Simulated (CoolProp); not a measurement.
Vapour-liquid equilibrium of toluene (1) + m-xylene (2) at 0.205 MPa; x and y are mole fractions of (1).

Values from CoolProp's multi-fluid Helmholtz-energy mixture model, Lemmon 2006 and Zhou 2012; pair parameters Bell 2016.

### Question
Give the bubble temperature and the first vapour's composition at x = 0.05, 0.35, 0.5. Is there an azeotrope?

### Answer
x = 0.05: 165.3 °C, y = 0.092; x = 0.35: 153.7 °C, y = 0.520; x = 0.5: 149.0 °C, y = 0.667. No azeotrope shows between x = 0.05 and 0.95.

Pair parameters are fitted to limited data, so mixtures are less certain than the pure fluids.
